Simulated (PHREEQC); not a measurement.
Consider water at 25 °C with 0.13 mol MnCl2 per kg of water. Closed to the air; pH follows from the charge balance.

Equilibrium calculation in PHREEQC: ion-association model, phreeqc.dat.

This is a speciation only: nothing precipitates in the calculation.

### Question
Predict the pH.

### Answer
pH 6.04.

### Question
In which forms is Mn present?

### Answer
Mn+2 79 %, MnCl+ 20 %, MnCl2 0.9 % of the Mn.

Complexes and solids missing from the database can't appear.
